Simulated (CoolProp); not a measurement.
Dodecamethylpentasiloxane (MD3M) at 298.15 K and 3.65 MPa is throttled through a valve to 1.98 MPa with no heat exchange. Each further row changes one setting.

Model: reference Helmholtz-energy equation of state, Thol 2019, in CoolProp.

| case | temperature change (K) | final density (kg/m³) |
|---|---|---|
| as stated | ? | ? |
| outlet pressure 0.594 MPa | +1.4 | ? |
| outlet pressure 2.57 MPa | +0.5 | ? |

Task: What belongs in the gaps?

Result: 
- as stated, temperature change (K): +0.8
- as stated, final density (kg/m³): 872
- outlet pressure 0.594 MPa, final density (kg/m³): 869
- outlet pressure 2.57 MPa, final density (kg/m³): 873
